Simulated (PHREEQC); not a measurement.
Consider water at 20 °C with 0.037 mol HF and 0.00061 mol NH4F per kg of water. Closed to the air; pH follows from the charge balance.

All values are PHREEQC results (ion-association model, wateq4f.dat), not measurements.

| Property | Result |
|---|---|
| pH | 2.35 |
| ionic strength | 0.00534 mol/kgw |
| total alkalinity | -37.0 meq/kg |

```
species  molality  activity   log γ
-------  --------  --------  ------
HF         0.0272    0.0272   0.001
F-        0.00486   0.00449  -0.034
H+        0.00473   0.00441  -0.030
H2F2      0.00230   0.00231   0.001
NH4+     0.000610  0.000565  -0.034
HF2-     0.000486  0.000450  -0.034
```

No solid was allowed to form. Complexes and solids missing from the database can't appear. wateq4f.dat counts part of the HF as a dimer, H2F2, which phreeqc.dat doesn't know; its constant is uncertain.
